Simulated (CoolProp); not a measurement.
A closed Brayton cycle with carbon dioxide: compressor inlet 319.15 K and 9.9 MPa, high pressure 27.8 MPa, turbine inlet 875 K, compressor efficiency 0.8, turbine efficiency 0.85, recuperator effectiveness 0.9 (on enthalpy, no pinch check). Each further row changes one setting.

Values from CoolProp's reference Helmholtz-energy equation of state, Span 1996.

| case | thermal efficiency (%) | net work (kJ/kg) | compressor to turbine work | compressor exit (K) | turbine exit (K) |
|---|---|---|---|---|---|
| as stated | ? | 96.9 | 0.29 | 374.7 | 753.2 |
| turbine inlet 825 K | 32.0 | 88.1 | ? | 374.7 | 707.3 |
| compressor inlet 329.15 K | ? | 83.8 | 0.39 | ? | 753.2 |
| high pressure 23.6 MPa | 31.9 | 84.9 | ? | ? | 772.0 |
| recuperator effectiveness 0.5 | ? | 96.9 | 0.29 | 374.7 | 753.2 |

**Question.** Fill in the missing entries.

**Answer.** 
- as stated, thermal efficiency (%): 33.5
- turbine inlet 825 K, compressor to turbine work: 0.31
- compressor inlet 329.15 K, thermal efficiency (%): 31.8
- compressor inlet 329.15 K, compressor exit (K): 408.1
- high pressure 23.6 MPa, compressor to turbine work: 0.27
- high pressure 23.6 MPa, compressor exit (K): 365.3
- recuperator effectiveness 0.5, thermal efficiency (%): 20.6
